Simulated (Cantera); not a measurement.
What does this Cantera script print?

```python
import numpy as np
import cantera as ct

gas_names = [...]  # 118 gases of nasa_gas.yaml made of C, Cl, F, H
cond_names = """
    C(gr) C6H6(L) C7H8(L) C8H18(L),n-octa
""".split()


# ... load() reads the species with a 1 bar reference pressure and builds the phases ...
atoms = {
    'C2F6': {'C': 2, 'F': 6},
    'HCl': {'H': 1, 'CL': 1},
}
top_T = {'C(gr)': 4500}  # K; cautious upper limits of use, not melting points


# ... equilibrate(T, P, feed) seeds the gas with the atoms and calls Mixture.equilibrate('TP', solver="vcs", rtol=1e-11, max_steps=5000) ...
results = []
feed = {'C2F6': 1, 'HCl': 0.37}  # mol
P = 1.5  # Pa
for T in [2098, 2123, 2148, 2173, 2198, 2223, 2248, 2273, 2298, 2323, 2348, 2373, 2398, 2423]:
    mix = equilibrate(T, P, feed)
    results.append((T, P, feed, dict(zip(mix.species_names, mix.species_moles))))
    x = sorted(zip(gas.X, gas.species_names), reverse=True)
    print(f"T = {T:g} K  P = {P:g} Pa  gas = {mix.phase_moles(0):.4g} mol")
    print("   x: " + "  ".join(f"{s} {v:.3e}" for v, s in x if v > 0.001))
    print("   condensed (mol): " + ("  ".join(f"{mix.phase(i).name} {mix.phase_moles(i):.4g}"
          for i in range(1, mix.n_phases) if mix.phase_moles(i) > 1e-12) or "none"))
```

It prints:

```
T = 2098 K  P = 1.5 Pa  gas = 6.162 mol
   x: F 8.399e-01  CL 6.004e-02  HF 6.002e-02  CF2 3.371e-02  CF 6.176e-03
   condensed (mol): C(gr) 1.753
T = 2123 K  P = 1.5 Pa  gas = 6.203 mol
   x: F 8.468e-01  CL 5.964e-02  HF 5.960e-02  CF2 2.687e-02  CF 6.952e-03
   condensed (mol): C(gr) 1.789
T = 2148 K  P = 1.5 Pa  gas = 6.237 mol
   x: F 8.520e-01  CL 5.932e-02  HF 5.926e-02  CF2 2.146e-02  CF 7.788e-03
   condensed (mol): C(gr) 1.816
T = 2173 K  P = 1.5 Pa  gas = 6.264 mol
   x: F 8.558e-01  CL 5.906e-02  HF 5.898e-02  CF2 1.717e-02  CF 8.689e-03
   condensed (mol): C(gr) 1.836
T = 2198 K  P = 1.5 Pa  gas = 6.286 mol
   x: F 8.586e-01  CL 5.886e-02  HF 5.874e-02  CF2 1.377e-02  CF 9.656e-03
   condensed (mol): C(gr) 1.849
T = 2223 K  P = 1.5 Pa  gas = 6.304 mol
   x: F 8.604e-01  CL 5.869e-02  HF 5.852e-02  CF2 1.107e-02  CF 1.069e-02
   condensed (mol): C(gr) 1.857
T = 2248 K  P = 1.5 Pa  gas = 6.319 mol
   x: F 8.615e-01  CL 5.854e-02  HF 5.830e-02  CF 1.180e-02  CF2 8.934e-03
   condensed (mol): C(gr) 1.859
T = 2273 K  P = 1.5 Pa  gas = 6.333 mol
   x: F 8.619e-01  CL 5.842e-02  HF 5.807e-02  CF 1.299e-02  CF2 7.229e-03
   condensed (mol): C(gr) 1.856
T = 2298 K  P = 1.5 Pa  gas = 6.347 mol
   x: F 8.616e-01  CL 5.829e-02  HF 5.781e-02  CF 1.425e-02  CF2 5.867e-03  C3 1.074e-03
   condensed (mol): C(gr) 1.847
T = 2323 K  P = 1.5 Pa  gas = 6.361 mol
   x: F 8.606e-01  CL 5.816e-02  HF 5.749e-02  CF 1.559e-02  CF2 4.775e-03  C3 1.698e-03
   condensed (mol): C(gr) 1.831
T = 2348 K  P = 1.5 Pa  gas = 6.377 mol
   x: F 8.590e-01  CL 5.801e-02  HF 5.709e-02  CF 1.701e-02  CF2 3.896e-03  C3 2.657e-03  C 1.198e-03
   condensed (mol): C(gr) 1.805
T = 2373 K  P = 1.5 Pa  gas = 6.398 mol
   x: F 8.564e-01  CL 5.782e-02  HF 5.656e-02  CF 1.850e-02  C3 4.117e-03  CF2 3.185e-03  C 1.762e-03  H 1.267e-03
   condensed (mol): C(gr) 1.766
T = 2398 K  P = 1.5 Pa  gas = 6.425 mol
   x: F 8.527e-01  CL 5.758e-02  HF 5.586e-02  CF 2.006e-02  C3 6.320e-03  CF2 2.607e-03  C 2.571e-03  H 1.718e-03
   condensed (mol): C(gr) 1.708
T = 2423 K  P = 1.5 Pa  gas = 6.463 mol
   x: F 8.475e-01  CL 5.724e-02  HF 5.493e-02  CF 2.166e-02  C3 9.614e-03  C 3.721e-03  H 2.308e-03  CF2 2.135e-03
   condensed (mol): C(gr) 1.624
```

Equilibrium computed with Cantera from the NASA thermochemical tables; the gas is ideal and each condensed phase is pure. The feed counts by its element totals alone.
